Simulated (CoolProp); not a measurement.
Model: reference Helmholtz-energy equation of state, Smukala 2000, in CoolProp.

Task: For ethylene, give the phase and the density (kg/m³), speed of sound (m/s), Joule-Thomson coefficient (K/MPa), expansivity (1/kK) at -14.95 °C and 63.4 bar; 48.95 °C and 63.4 bar; 91.55 °C and 63.4 bar.

Result: 
- -14.95 °C and 63.4 bar: liquid; density 422, speed of sound 664, Joule-Thomson coefficient 0.403, expansivity 5.94
- 48.95 °C and 63.4 bar: supercritical; density 100, speed of sound 281, Joule-Thomson coefficient 8.42, expansivity 11.1
- 91.55 °C and 63.4 bar: supercritical; density 72.9, speed of sound 324, Joule-Thomson coefficient 5.94, expansivity 5.50
